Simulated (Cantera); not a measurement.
## Transport properties of process gases

Gas mixture: NH3 = 0.058 (molar parts), at 0.00651 atm, frozen composition.

Cantera's kinetic-theory transport with the Lennard-Jones parameters of GRI-Mech 3.0, ideal gas; thermal conductivity in the mixture-averaged form. Polar gases are described roughly by these parameters. The composition is frozen, though it would react at the higher temperatures.

```json
[
 {"T (K)": "400", "ρ (kg/m³)": "0.00338", "cp (J/kg/K)": "2269", "μ (µPa s)": "13.9", "λ (mW/m/K)": "44.3", "Pr": "0.713", "D (cm²/s) NO": "57.9", "D (cm²/s) H2O": "53.8", "D (cm²/s) CH4": "59.4"},
 {"T (K)": "500", "ρ (kg/m³)": "0.00270", "cp (J/kg/K)": "2466", "μ (µPa s)": "17.4", "λ (mW/m/K)": "60.1", "Pr": "0.716", "D (cm²/s) NO": "87.5", "D (cm²/s) H2O": "85.2", "D (cm²/s) CH4": "90.5"},
 {"T (K)": "600", "ρ (kg/m³)": "0.00225", "cp (J/kg/K)": "2662", "μ (µPa s)": "20.9", "λ (mW/m/K)": "77.4", "Pr": "0.719", "D (cm²/s) NO": "122", "D (cm²/s) H2O": "123", "D (cm²/s) CH4": "127"},
 {"T (K)": "700", "ρ (kg/m³)": "0.00193", "cp (J/kg/K)": "2844", "μ (µPa s)": "24.3", "λ (mW/m/K)": "95.8", "Pr": "0.721", "D (cm²/s) NO": "160", "D (cm²/s) H2O": "168", "D (cm²/s) CH4": "168"},
 {"T (K)": "800", "ρ (kg/m³)": "0.00169", "cp (J/kg/K)": "3009", "μ (µPa s)": "27.5", "λ (mW/m/K)": "115", "Pr": "0.721", "D (cm²/s) NO": "202", "D (cm²/s) H2O": "219", "D (cm²/s) CH4": "213"},
 {"T (K)": "900", "ρ (kg/m³)": "0.00150", "cp (J/kg/K)": "3162", "μ (µPa s)": "30.6", "λ (mW/m/K)": "134", "Pr": "0.721", "D (cm²/s) NO": "248", "D (cm²/s) H2O": "276", "D (cm²/s) CH4": "262"},
 {"T (K)": "1000", "ρ (kg/m³)": "0.00135", "cp (J/kg/K)": "3319", "μ (µPa s)": "33.6", "λ (mW/m/K)": "154", "Pr": "0.725", "D (cm²/s) NO": "298", "D (cm²/s) H2O": "338", "D (cm²/s) CH4": "315"},
 {"T (K)": "1100", "ρ (kg/m³)": "0.00123", "cp (J/kg/K)": "3454", "μ (µPa s)": "36.5", "λ (mW/m/K)": "174", "Pr": "0.726", "D (cm²/s) NO": "351", "D (cm²/s) H2O": "405", "D (cm²/s) CH4": "372"}
]
```
D: mixture-averaged diffusion coefficient of that species in the mixture.
